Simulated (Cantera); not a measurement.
Source: NASA polynomial tables (part measured, part estimated), evaluated in Cantera. Values are per mole of reaction as written; species without (g) are pure solids or liquids, kept so even where they would boil at 1 bar.

9 CO(g) + 2 Fe(OH)2 → 2 C2H2(g) + Fe2O3 + 5 CO2(g)

```
T (K)    ΔH° (kJ)   ΔS° (J/K)    ΔG° (kJ)     log10 K
-----  ----------  ----------  ----------  ----------
723        -202.7      -421.2       101.9       -7.36
798        -201.4      -419.5       133.4       -8.73
873    (withheld)  (withheld)  (withheld)  (withheld)
948        -198.0      -415.6       196.0      -10.80
1023       -196.8      -414.4       227.2      -11.60
1098       -196.0      -413.6       258.2      -12.28
1173   (withheld)  (withheld)  (withheld)  (withheld)
1248       -194.4      -412.3       320.1      -13.40
1323       -193.5      -411.6       351.0      -13.86
1398       -192.4      -410.8       381.9      -14.27
1473       -191.2      -410.0       412.7      -14.63
```

### Question
Complete the blanks.

### Answer

- 873, ΔH° (kJ): -199.7
- 873, ΔS° (J/K): -417.5
- 873, ΔG° (kJ): 164.8
- 873, log10 K: -9.86
- 1173, ΔH° (kJ): -195.2
- 1173, ΔS° (J/K): -412.9
- 1173, ΔG° (kJ): 289.2
- 1173, log10 K: -12.88
